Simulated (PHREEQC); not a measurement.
0.01 mol of Gypsum (CaSO4:2H2O) is brought to equilibrium with 1 kg of water holding 30 mmol/kgw NaCl, at 20 °C, the pH being set by adding NaOH or HCl. O2 is buffered at 0.21 atm. No CO2 enters from the air. Only these solids could form: Gypsum.

All values are PHREEQC results (ion-association model with all activity coefficients set to 1, phreeqc.dat), not measurements.

### Question
Predict CaOH+ (mol/kgw) at pH = 5.58, 6.75, 7.33, 8.5, 9.08.

### Answer
```tsv
pH	CaOH+ (mol/kgw)
5.58	3.45e-10
6.75	5.11e-9
7.33	1.94e-8
8.5	2.87e-7
9.08	1.09e-6
```

Complexes and solids missing from the database can't appear.
